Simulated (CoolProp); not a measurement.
Benzene along the isobar 5520 kPa: density (kg/m³) from the reference equation and from simpler models built on Tc = 562.0 K, pc = 4906 kPa, ω = 0.211; each cubic takes its own stable root.

The numbers come from the reference Helmholtz-energy equation of state, Thol 2012 in CoolProp.

```
T (K)   phase  reference
-----  ------  ---------
340.6  liquid      833.5
348.3  liquid      825.3
356    liquid      817.0
363.6  liquid      808.8
371.3  liquid      800.3
378.9  liquid      791.9
386.6  liquid      783.2
394.3  liquid      774.4
401.9  liquid      765.7
409.6  liquid      756.6
```

Q: How far does each simpler model (van der Waals, Redlich-Kwong, Soave-Redlich-Kwong, Peng-Robinson) lie from the reference over these 10 states: mean and median of the absolute difference, and the worst?

A: 
- van der Waals: mean 37.7 %, median 37.7 %, worst -38.1 % at 340.6 K and 5520 kPa
- Redlich-Kwong: mean 10.3 %, median 10.2 %, worst -10.7 % at 409.6 K and 5520 kPa
- Soave-Redlich-Kwong: mean 8.0 %, median 8.0 %, worst -8.1 % at 409.6 K and 5520 kPa
- Peng-Robinson: mean 3.9 %, median 3.9 %, worst +4.0 % at 378.9 K and 5520 kPa
